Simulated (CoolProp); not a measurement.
Cyclopropane along the isotherm 278 K: fugacity coefficient from the reference equation and from simpler models built on Tc = 398.7 K, pc = 5.605 MPa, ω = 0.131; each cubic takes its own stable root.

Computed with CoolProp (reference Helmholtz-energy equation of state, Polt 1992). This equation is an older, rougher fit; its heat capacities, sound speeds and derivatives of the liquid may be far off and weren't checked against measurements.

| p (MPa) | phase | reference |
|---|---|---|
| 0.0443 | gas | 0.9911 |
| 0.0748 | gas | 0.9850 |
| 0.126 | gas | 0.9747 |
| 0.213 | gas | 0.9572 |
| 0.359 | gas | 0.9278 |
| 0.607 | liquid | 0.6132 |
| 1.02 | liquid | 0.3691 |
| 1.73 | liquid | 0.2220 |
| 2.92 | liquid | 0.1360 |

**Question.** How far does each simpler model (van der Waals, Redlich-Kwong, Soave-Redlich-Kwong, Peng-Robinson) lie from the reference over these 9 states: mean and median of the absolute difference, and the worst?

**Answer.** 
- van der Waals: mean 56.6 %, median 3.0 %, worst +159.9 % at 278 K and 2.92 MPa
- Redlich-Kwong: mean 8.5 %, median 1.4 %, worst +18.7 % at 278 K and 2.92 MPa
- Soave-Redlich-Kwong: mean 0.8 %, median 0.9 %, worst +1.5 % at 278 K and 2.92 MPa
- Peng-Robinson: mean 0.3 %, median 0.3 %, worst +0.8 % at 278 K and 0.359 MPa

At some of these states van der Waals gives the other phase, because its saturation line lies elsewhere.
